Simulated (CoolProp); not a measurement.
Vapour-liquid equilibrium of cyclohexane (1) + n-octane (2) at 0.00709 MPa; x and y are mole fractions of (1).

Values from CoolProp's multi-fluid Helmholtz-energy mixture model, Zhou 2014 and Beckmüller 2019; pair parameters Bell 2016.

Problem. Give the bubble temperature and the first vapour's composition at x = 0.35, 0.575, 0.725. Is there an azeotrope?

Solution. x = 0.35: 302.1 K, y = 0.784; x = 0.575: 294.5 K, y = 0.906; x = 0.725: 290.8 K, y = 0.951. No azeotrope shows between x = 0.05 and 0.95.

Pair parameters are fitted to limited data, so mixtures are less certain than the pure fluids.
